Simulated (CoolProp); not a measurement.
The fluid at 298.15 K and 3.75 MPa flows at 0.57 m/s in a round tube of 4.6 mm bore and 15 µm roughness, fully developed (64/Re and Nu = 3.66 if laminar; Colebrook and Gnielinski if turbulent). The same conditions are run with several fluids, on thermodynamics alone (safety and materials aside).

Values from CoolProp's reference Helmholtz-energy equation of state of each fluid (sulfur hexafluoride: Guder 2009; R236EA: Rui 2013; R22: Kamei 1995; R11: Jacobsen 1992; propylene: Lemmon 2013).

Question: Rank sulfur hexafluoride, R236EA, R22, R11, propylene by Reynolds number, highest first.

Answer: sulfur hexafluoride (28300), R22 (23600), propylene (13500), R236EA (9230), R11 (8650)

```json
[
 {"fluid": "sulfur hexafluoride", "Darcy friction factor": "0.0306", "pressure drop (Pa/m)": "1510", "heat-transfer coefficient (W/(m² K))": "1970", "mass flow (kg/h)": "47.5"},
 {"fluid": "R236EA", "Darcy friction factor": "0.0360", "pressure drop (Pa/m)": "1830", "heat-transfer coefficient (W/(m² K))": "1350", "mass flow (kg/h)": "49.1"},
 {"fluid": "R22", "Darcy friction factor": "0.0312", "pressure drop (Pa/m)": "1330", "heat-transfer coefficient (W/(m² K))": "2220", "mass flow (kg/h)": "41.1"},
 {"fluid": "R11", "Darcy friction factor": "0.0364", "pressure drop (Pa/m)": "1910", "heat-transfer coefficient (W/(m² K))": "1210", "mass flow (kg/h)": "50.7"},
 {"fluid": "propylene", "Darcy friction factor": "0.0337", "pressure drop (Pa/m)": "613", "heat-transfer coefficient (W/(m² K))": "1860", "mass flow (kg/h)": "17.5"}
]
```

Transport values come from each fluid's own correlations; those of R236EA, R22, R11, propylene are estimates that may be off by 10 % or more.
